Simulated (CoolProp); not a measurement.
Saturated liquid density (kg/m³) of cyclopropane: the reference equation beside estimates from Tc = 125.5 °C, pc = 5.605 MPa, ω = 0.131. Rackett uses Z = 0.29056 − 0.08775 ω.

Values from CoolProp's reference Helmholtz-energy equation of state, Polt 1992. This equation is an older, rougher fit; its heat capacities, sound speeds and derivatives of the liquid may be far off and weren't checked against measurements.

```
T (°C)  reference     Rackett  van der Waals  Redlich-Kwong  Soave-Redlich-Kwong  Peng-Robinson
------  ---------  ----------  -------------  -------------  -------------------  -------------
21.15       625.0       608.7          392.1          563.8                574.2          650.9
31.95       608.1       592.6          381.5          544.7                555.6          630.1
42.65       590.4       575.8          370.2          524.5           (withheld)          607.8
53.35       571.6       557.9          358.1          502.7                514.2          583.4
64.15       551.1       538.5     (withheld)          478.9                490.5          556.2
74.85       529.0       517.5          330.6          453.2                464.5          526.3
85.65       503.9       493.8     (withheld)          424.3                435.0          492.1
96.35       475.1       466.7          296.2     (withheld)           (withheld)          452.8
107.05      439.4       433.4          274.1          353.0                361.1          405.3
117.85      386.7  (withheld)          243.7          301.0                306.3          340.5
```

Q: Some entries are withheld; supply them.

A: 
- 42.65, Soave-Redlich-Kwong: 535.8
- 64.15, van der Waals: 344.9
- 85.65, van der Waals: 314.5
- 96.35, Redlich-Kwong: 391.8
- 96.35, Soave-Redlich-Kwong: 401.4
- 117.85, Rackett: 385.3

Absolute difference from the reference over all 10 rows, mean and median: Rackett 2.0 and 2.2 %, van der Waals 37.4 and 37.4 %, Redlich-Kwong 14.6 and 13.7 %, Soave-Redlich-Kwong 12.7 and 11.6 %, Peng-Robinson 4.1 and 3.3 %.
